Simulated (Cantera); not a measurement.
Input: 1 mol Si₂Cl₆, a varied amount of Cl₂, 88 mol N₂, equilibrated at 160 Pa.

Method: chemical equilibrium by Gibbs-energy minimisation in Cantera with the NASA 1993 tables (ideal gas, pure condensed phases). Candidate condensed phases: Si, Si₃N₄; 13 gas species. The feed counts by its element totals alone. N₂ is the only nitrogen source here; it is nearly inert below about 1500 K, so the nitride shown seldom forms there in practice. The tables' values for SiCl₃ are old estimates. Kinetics and transport are ignored.

Stable condensed phases, one row left out:

```
T in K \ n(Cl₂) in mol
         0.12 0.14 0.17 0.21 0.26 0.32 0.39 0.48 0.59 0.72 0.88
   1375     A    A    A    A    A    A    A    A    A    A    A
   1275     B    B    B    B    A    A    A    A    A    A    A
   1225     B    B    B    B    B    B    B    B    B    A    A
   1175     B    B    B    B    B    B    B    B    B    B    A
   1125     B    B    B    B    B    B    B    B    B    B    B
   1075     B    B    B    B    B    B    B    B    B    B    B
   1025     B    B    B    B    B    B    B    B    B    B    B
    975     B    B    B    B    B    B    B    B    B    B    B
    925     B    B    B    B    B    B    B    B    B    B    B
```

A: gas only; B: Si₃N₄.

Q: Give the row for 1325 K.

A: 0.12: gas only; 0.14: gas only; 0.17: gas only; 0.21: gas only; 0.26: gas only; 0.32: gas only; 0.39: gas only; 0.48: gas only; 0.59: gas only; 0.72: gas only; 0.88: gas only.
